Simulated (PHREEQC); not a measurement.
PHREEQC input (ion-association model, wateq4f.dat):

```
SOLUTION_MASTER_SPECIES
  An  An-  0  An  62.0  # stands for a non-complexing anion
SOLUTION_SPECIES
  An- = An-
    -log_k 0
    -gamma 3.0 0
PHASES
  Fix_H+
    H+ = H+
    -log_k 0
SOLUTION 1
  temp 25
  units mmol/kgw
  pH 7 charge
  S(6) 0.0054
  Cu(2) 0.0054
  Cl 0.0005
  Mg 0.00025
  Na 100
  An 100
END
SELECTED_OUTPUT 1
  -reset false
  -pH true
  -pe true
  -ionic_strength true
  -water true
  -totals Cl Cu Mg Na S Cu(1) Cu(2) S(-2) S(6)
  -molalities Hfo_wOH Hfo_wOH2+ Hfo_wO- Hfo_sOH Hfo_sOH2+ Hfo_sO- Hfo_wSO4- Hfo_wOHSO4-2 Hfo_sOCu+ Hfo_wOCu+
    Hfo_wOMg+
  -saturation_indices Brucite Cu(OH)2 Brochantite Antlerite Atacamite Halite Mirabilite Epsomite Chalcanthite
USER_PUNCH 1
  -headings sigma psi
  10 PUNCH EDL("sigma", "Hfo"), EDL("psi", "Hfo")
PRINT
  -reset false
USE solution 1
SURFACE 1
  Hfo_wOH 9.21348e-05 600 0.041
  Hfo_sOH 2.30337e-06
EQUILIBRIUM_PHASES 1
  Fix_H+ -3 HAn 10
    -force_equality true
  O2(g) -0.68 10
END
# ... the last block is repeated for the other 12 points of pH, with NaOH or the acid as the point needs
```

Selected output (columns that matter, 9 of 13 rows; pH added in front):

```
pH	mu	Cu	Mg	Na	S	si_Brucite	si_Cu(OH)2	si_Brochantite	si_Antlerite	si_Atacamite	si_Halite	si_Mirabilite	si_Epsomite	si_Chalcanthite
3	0.10127	5.3998e-06	2.5e-07	0.1	6.0766e-07	-17.837	-8.3096	-26.753	-20.033	-16.096	-9.1072	-7.8519	-11.602	-9.7713
4	0.10018	5.3792e-06	2.5e-07	0.1	7.9723e-07	-15.836	-6.3099	-20.62	-15.9	-13.096	-9.1064	-7.7167	-11.466	-9.6373
4.5	0.10009	5.2321e-06	2.5e-07	0.1	1.1993e-06	-14.836	-5.3219	-17.489	-13.757	-11.62	-9.1063	-7.5381	-11.287	-9.4707
5	0.10005	4.4918e-06	2.5e-07	0.1	2.0355e-06	-13.836	-4.3883	-14.524	-11.726	-10.253	-9.1063	-7.3078	-11.057	-9.3069
6	0.10002	1.0446e-06	2.5e-07	0.1	4.4533e-06	-11.836	-3.0273	-10.74	-9.3027	-8.5309	-9.1063	-6.9676	-10.717	-9.6056
7	0.10001	5.2229e-08	2.4981e-07	0.1	5.3373e-06	-9.836	-2.593	-10.924	-9.9212	-8.6623	-9.1063	-6.8889	-10.639	-11.093
7.5	0.10001	3.4296e-08	2.4856e-07	0.1	5.3889e-06	-8.8382	-2.4729	-11.44	-10.557	-8.9222	-9.1062	-6.8847	-10.637	-11.968
8	0.10002	3.8629e-08	2.3906e-07	0.10001	5.3983e-06	-7.8552	-2.3711	-12.032	-11.251	-9.2186	-9.1062	-6.8839	-10.653	-12.866
9	0.10003	6.1741e-08	6.5969e-08	0.10003	5.4e-06	-6.4151	-2.1598	-13.186	-12.617	-9.7959	-9.1061	-6.8836	-11.213	-14.654
```

The database's constant for dissolved Cu(OH)2 is higher than later reviews accept. The oxide is taken as insoluble; below pH 4 it would dissolve.
